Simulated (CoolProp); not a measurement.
Vapour-liquid equilibrium of m-xylene (1) + n-undecane (2) at 1080 kPa; x and y are mole fractions of (1).

Values from CoolProp's multi-fluid Helmholtz-energy mixture model, Zhou 2012 and Aleksandrov 2011; pair parameters Bell 2016.

```csv
x,"bubble temperature, mixture model (K)","bubble temperature, Raoult's law (K)","y, mixture model","y, Raoult's law"
0.05,591.9,590.6,0.079,0.118
0.2,580.8,577.0,0.303,0.396
0.35,569.9,565.2,0.498,0.592
0.5,559.4,555.0,0.661,0.735
0.65,549.4,546.1,0.794,0.840
0.8,540.1,538.2,0.898,0.921
0.95,531.6,531.1,0.978,0.983
```

The largest gap from Raoult's law is +4.7 K in bubble temperature, at x = 0.35. No azeotrope shows between x = 0.05 and 0.95.

The pair parameters rest on a limited set of measurements; away from them the model extrapolates.
